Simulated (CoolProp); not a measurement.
A simple Rankine cycle with R123: condensing at 311.15 K, boiler at 1.86 MPa, turbine inlet 418.4 K, turbine efficiency 0.6, pump efficiency 0.8, no recuperator. Each further row changes one setting.

The numbers come from the reference Helmholtz-energy equation of state, Younglove 1994 in CoolProp. It is a modified Benedict-Webb-Rubin equation, recast in Helmholtz form.

```csv
case,thermal efficiency (%),net work (kJ/kg),heat in (kJ/kg),turbine exit temperature (K),volume ratio over the turbine
as stated,?,?,221,352.8,15.3
turbine inlet 438.4 K,11.3,27.5,?,377.0,14.3
condensing temperature 303.15 K,12.1,27.7,230,348.2,?
boiler pressure 1.3 MPa,?,23.6,232,?,9.57
turbine efficiency 0.5,?,?,221,358.6,15.6
```

Question: What belongs in the gaps?

Answer: 
- as stated, thermal efficiency (%): 11.2
- as stated, net work (kJ/kg): 24.9
- turbine inlet 438.4 K, heat in (kJ/kg): 242
- condensing temperature 303.15 K, volume ratio over the turbine: 20.1
- boiler pressure 1.3 MPa, thermal efficiency (%): 10.2
- boiler pressure 1.3 MPa, turbine exit temperature (K): 368.8
- turbine efficiency 0.5, thermal efficiency (%): 9.3
- turbine efficiency 0.5, net work (kJ/kg): 20.5
